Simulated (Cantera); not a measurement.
A perfectly stirred reactor is fed with 8.17 % H2, 91.8 % O2, at 6.08 Torr; it is held at 1300 K, and followed from long to short residence time.

Model: the H2/O2 subset of GRI-Mech 3.0, which has no nitrogen chemistry, integrated in Cantera. Radical loss at walls, strong at low pressure, is not modelled. The temperature is held fixed by assumption; the heat of reaction is taken as removed at once.

Q: Predict: x(H2) at τ = 2.30 s; x(O2) at τ = 2.30 s; x(H) at τ = 2.30 s; x(H2O) at τ = 2.30 s; x(HO2) at τ = 2.30 s; x(H2) at τ = 53.0 ms; x(O2) at τ = 53.0 ms; x(H) at τ = 53.0 ms; x(H2O) at τ = 53.0 ms; x(HO2) at τ = 53.0 ms.

A: 
- x(H2) at τ = 2.30 s = 0.000268
- x(O2) at τ = 2.30 s = 0.909
- x(H) at τ = 2.30 s = 0.000485
- x(H2O) at τ = 2.30 s = 0.0832
- x(HO2) at τ = 2.30 s = 1.10e-6
- x(H2) at τ = 53.0 ms = 0.00194
- x(O2) at τ = 53.0 ms = 0.876
- x(H) at τ = 53.0 ms = 0.00895
- x(H2O) at τ = 53.0 ms = 0.0735
- x(HO2) at τ = 53.0 ms = 2.21e-6
